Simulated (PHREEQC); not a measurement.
A made-up water analysis in mg/kgw, 3.4 °C, pH 3.26, pe 9.2:

```json
[
 {"constituent": "Na", "mg/kgw": "1630"},
 {"constituent": "K", "mg/kgw": "1.96"},
 {"constituent": "Ca", "mg/kgw": "409"},
 {"constituent": "Mg", "mg/kgw": "136"},
 {"constituent": "Cl", "mg/kgw": "551"},
 {"constituent": "S(6) as SO4", "mg/kgw": "1920"},
 {"constituent": "Cu(2)", "mg/kgw": "14.8"}
]
```

Valence states are taken as typed.

Equilibrium calculation in PHREEQC: ion-association model, phreeqc.dat.

**Question.** The ionic strength comes out as 0.0965 mol/kgw. What activity coefficients do Mg+2, Cl-, NaSO4-, H+, Ca+2 get?

**Answer.** Mg+2 0.42, Cl- 0.78, NaSO4- 0.80, H+ 0.83, Ca+2 0.41.

Precipitation was switched off in this run. Species that the database lacks are ignored. Constants without temperature data keep their 25 °C values here.
